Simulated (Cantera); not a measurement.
Charge: 1 mol Si(CH3)4, 0.3 mol C2H2, 2.1 mol H2, held at 1698.15 K and 32.3 Torr.

Method: chemical equilibrium by Gibbs-energy minimisation in Cantera with the NASA 1993 tables (ideal gas, pure condensed phases). Candidate condensed phases: C, C6H6, C7H8, C8H18, Si, SiC; 87 gas species. Equilibrium is a limit: real reactors are often held back by kinetics, nucleation or transport.

Base state: H2 0.999, H 0.000698, C2H2 (acetylene) 7.21e-5, CH4 4.73e-5 (mole fractions); condensed: C(graphite) + SiC(s).

What changes in the equilibrium state with this change: temperature from 1698.15 K to 1998.15 K?


```csv
species,before,after
H2,0.999,0.991
H,0.000698,0.00771
C2H2 (acetylene),7.21e-5,0.000752
Si,2.25e-7,5.40e-5
CH4,4.73e-5,1.80e-5
"C(graphite), mol",3.60,3.59
"SiC(s), mol",1.000,0.999
```

What changes in the equilibrium state with this change: temperature from 1698.15 K to 1823 K?


```
species             before     after
----------------  --------  --------
H2                   0.999     0.998
H                 0.000698   0.00209
C2H2 (acetylene)   7.21e-5  0.000211
CH4                4.73e-5   3.05e-5
C(graphite), mol      3.60      3.60
SiC(s), mol          1.000     1.000
```
